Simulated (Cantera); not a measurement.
Gas-phase reforming

A perfectly stirred reactor is fed with CH₄ : H₂O : H₂ : N₂ = 1 : 1.3 : 0.18 : 0.17 (molar parts), at 0.217 atm; it is held at 2200 K, and followed from long to short residence time.

Model: GRI-Mech 3.0 (53 species, 325 reactions), integrated in Cantera.

```csv
τ (s),x CH₄,x H₂O,x H₂,x H,x CH₃,x CO₂
1.8,0.000327,0.0612,0.679,0.00917,8.41e-5,0.00359
0.72,0.000751,0.0626,0.678,0.00890,0.000188,0.00365
0.28,0.00160,0.0667,0.674,0.00858,0.000387,0.00385
0.11,0.00309,0.0769,0.665,0.00816,0.000721,0.00431
0.045,0.00545,0.0962,0.649,0.00764,0.00122,0.00508
0.018,0.00934,0.129,0.621,0.00700,0.00199,0.00607
0.0071,0.0157,0.177,0.579,0.00626,0.00319,0.00672
0.0028,0.0259,0.236,0.526,0.00545,0.00500,0.00614
0.0011,0.0433,0.295,0.465,0.00460,0.00780,0.00409
0.00045,0.0711,0.343,0.405,0.00380,0.0117,0.00186
```
x: mole fraction; the columns are a selection and need not sum to one.
